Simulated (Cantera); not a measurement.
Cantera with NASA thermochemical tables; ideal gases at 1 bar, condensed phases pure. Values are per mole of reaction as written; species without (g) are pure solids or liquids, kept so even where they would boil at 1 bar.

### Question
Between 1698 and 2698 K, where is each reaction favourable under standard conditions?
- Ti₂O₃ = O(g) + 2 TiO(g)
- O₂(g) + 8 Ti₃O₅ = 6 Ti₄O₇

### Answer
- Ti₂O₃ = O(g) + 2 TiO(g): ΔG° is 1005 kJ at 1698 K and 572 kJ at 2698 K; it stays positive (K < 1). ΔH° is 1652 kJ and ΔS° 400 J/K at 2698 K.
- O₂(g) + 8 Ti₃O₅ = 6 Ti₄O₇: ΔG° is -416 kJ at 1698 K and -240 kJ at 2698 K; it stays negative (K > 1). ΔH° is -869 kJ and ΔS° -233 J/K at 2698 K.
